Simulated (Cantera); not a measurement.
An adiabatic, constant-volume homogeneous reactor starts with 5.68 % CH4, 0.182 % CO, 19.8 % O2, 74.4 % N2, equivalence ratio 0.58, at 1498 K and 4.10 bar.

Cantera simulation using GRI-Mech 3.0 (53 species, 325 reactions); the numbers are that mechanism's predictions, not measurements.

One state of this run: T (K) = 2731; P (bar) = 7.55; x CH4 = <1e-12; x CO = 0.00770; x O2 = 0.0727; x NO2 = 2.18e-5; x C2H2 = <1e-12; x HCO = 6.80e-9. x: mole fraction; the columns are a selection and need not sum to one.

**Question.** Which value of t (s) does it belong to?
(A) 4.29e-5
(B) 0.0271
(C) 5.00e-6
(D) 0.000126

**Answer.** B, 0.0271
